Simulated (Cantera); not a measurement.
Input: 1 mol B, 4.3 mol H2O, 3.2 mol H2, 5.4 mol N2, at 850 K and 0.638 Torr.

Equilibrium computed with Cantera from the NASA thermochemical tables; the gas is ideal and each condensed phase is pure. Gases not in the tables: H3BO3. Kinetics and transport are ignored.

```json
[
 {"species": "N2", "before": "0.419", "after": "0.391"},
 {"species": "H2", "before": "0.364", "after": "0.316"},
 {"species": "H2O", "before": "0.217", "after": "0.168"},
 {"species": "HBO2", "before": "1.01e-5", "after": "0.0628"},
 {"species": "H", "before": "<1e-9", "after": "0.0514"},
 {"species": "OH", "before": "<1e-9", "after": "0.00312"},
 {"species": "B2O3", "before": "<1e-9", "after": "0.00275"},
 {"species": "BO", "before": "<1e-9", "after": "0.00185"},
 {"species": "BO2", "before": "<1e-9", "after": "0.00141"},
 {"species": "HBO", "before": "<1e-9", "after": "0.000842"},
 {"species": "O", "before": "<1e-9", "after": "0.000364"},
 {"species": "B2O3(l), mol", "before": "0.496", "after": "0"}
]
```
Gas species are given as mole fractions.

**Question.** Which change was made?
A. temperature from 850 K to 1123 K
B. pressure from 0.638 Torr to 75.0 Torr
C. temperature from 850 K to 1723 K
D. temperature from 850 K to 2075 K

**Answer.** D, temperature from 850 K to 2075 K
